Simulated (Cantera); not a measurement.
Equilibrium for chlorosilane synthesis and conversion: SiCl4 + HCl + H2

A closed system holds: 1 mol SiCl4, 2.5 mol HCl, 14 mol H2, at 1250 K.

Equilibrium computed with Cantera from the NASA thermochemical tables; the gas is ideal and each condensed phase is pure. Candidate condensed phases: Si; 19 gas species. The tables' values for SiCl3 are old estimates; treat these amounts as uncertain. Kinetics and transport are ignored.

From 0.100 bar to 30.0 bar nothing is condensed. The main Si-bearing gas is SiCl4 throughout.

```
P (Pa)    x H2  x HCl  x SiCl4  x SiHCl3
-------  -----  -----  -------  --------
10000    0.779  0.164   0.0393   0.00663
19000    0.783  0.160   0.0420   0.00730
36000    0.786  0.157   0.0439   0.00779
67000    0.787  0.156   0.0452   0.00813
130000   0.789  0.154   0.0461   0.00837
240000   0.789  0.154   0.0467   0.00853
450000   0.790  0.153   0.0471   0.00863
840000   0.790  0.153   0.0473   0.00871
1600000  0.790  0.153   0.0475   0.00876
3000000  0.790  0.153   0.0477   0.00879
```
x: gas mole fraction; nothing condenses.
